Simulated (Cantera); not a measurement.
## Boron, boron nitride and boron oxide: borazine + O2 + H2

A closed system holds: 1 mol borazine, a varied amount of O2, 0.54 mol H2, equilibrated at 10.0 mbar.

These are equilibrium values from Cantera (NASA tables, ideal gas, pure condensed phases), not measurements of a reactor. Candidate condensed phases: B, BN, B2O3, B3O3H3, H2O; 39 gas species. The feed counts by its element totals alone. Mutual solubility and eutectic melting of coexisting phases are not modelled. The numbers say what is thermodynamically allowed, not how fast it happens.

**Question.** Map the stable condensed phases over T = 1273, 1323, 1373, 1423, 1473, 1523, 1573, 1623, 1673, 1723, 1773, 1823, 1873, 1923 K and n(O2) in mol = 0.14, 0.19, 0.27, 0.37, 0.52, 0.72, 1.

**Answer.** 
```
T in K \ n(O2) in mol
         0.14 0.19 0.27 0.37 0.52 0.72    1
   1923     A    A    A    A    A    A    A
   1873     A    A    A    A    A    A    A
   1823     A    A    A    A    A    A    A
   1773     A    A    A    A    A    A    A
   1723     A    A    A    A    A    A    A
   1673     A    A    A    A    A    B    B
   1623     A    A    B    B    B    B    B
   1573     B    B    B    B    B    B    B
   1523     B    B    B    B    B    B    B
   1473     B    B    B    B    B    B    B
   1423     B    B    B    B    B    B    B
   1373     B    B    B    B    B    B    B
   1323     B    B    B    B    B    B    B
   1273     B    B    B    B    B    B    B
```
A: BN; B: BN + B2O3.
